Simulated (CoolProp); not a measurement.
Computed with CoolProp (reference Helmholtz-energy equation of state, Lemmon 2006). It is a short technical equation, of lower accuracy than the large ones.

For C2F6 (R116), give the phase and the speed of sound (m/s), Joule-Thomson coefficient (K/MPa), isothermal compressibility (1/MPa), viscosity (µPa s) at 202.3 K and 3170 kPa.


- 202.3 K and 3170 kPa: liquid; speed of sound 550, Joule-Thomson coefficient -0.295, isothermal compressibility 0.00309, viscosity 395

Viscosity comes from a separate model (Huber 2003), an estimate that may be off by 10 % or more.
